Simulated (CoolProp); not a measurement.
A simple Rankine cycle with water: condensing at 293.15 K, boiler at 1.29 MPa, turbine inlet 504.2 K, turbine efficiency 0.85, pump efficiency 0.6, no recuperator. Each further row changes one setting.

Values from CoolProp's reference Helmholtz-energy equation of state, Wagner 2002.

```json
[
 {"case": "as stated", "thermal efficiency (%)": "28.0", "net work (kJ/kg)": "[?]", "heat in (kJ/kg)": "2800", "turbine exit temperature (K)": "293.1", "volume ratio over the turbine": "279"},
 {"case": "turbine inlet 524.2 K", "thermal efficiency (%)": "28.1", "net work (kJ/kg)": "801", "heat in (kJ/kg)": "[?]", "turbine exit temperature (K)": "293.1", "volume ratio over the turbine": "270"},
 {"case": "condensing temperature 285.15 K", "thermal efficiency (%)": "29.2", "net work (kJ/kg)": "[?]", "heat in (kJ/kg)": "2840", "turbine exit temperature (K)": "285.1", "volume ratio over the turbine": "[?]"},
 {"case": "boiler pressure 0.903 MPa", "thermal efficiency (%)": "26.7", "net work (kJ/kg)": "752", "heat in (kJ/kg)": "2820", "turbine exit temperature (K)": "293.1", "volume ratio over the turbine": "[?]"},
 {"case": "turbine efficiency 0.75", "thermal efficiency (%)": "[?]", "net work (kJ/kg)": "[?]", "heat in (kJ/kg)": "2800", "turbine exit temperature (K)": "293.1", "volume ratio over the turbine": "292"}
]
```

Task: What belongs in the gaps?

Result: 
- as stated, net work (kJ/kg): 784
- turbine inlet 524.2 K, heat in (kJ/kg): 2850
- condensing temperature 285.15 K, net work (kJ/kg): 828
- condensing temperature 285.15 K, volume ratio over the turbine: 447
- boiler pressure 0.903 MPa, volume ratio over the turbine: 196
- turbine efficiency 0.75, thermal efficiency (%): 24.7
- turbine efficiency 0.75, net work (kJ/kg): 691

The expansion ends wet for: as stated; turbine inlet 524.2 K; condensing temperature 285.15 K; boiler pressure 0.903 MPa; turbine efficiency 0.75.
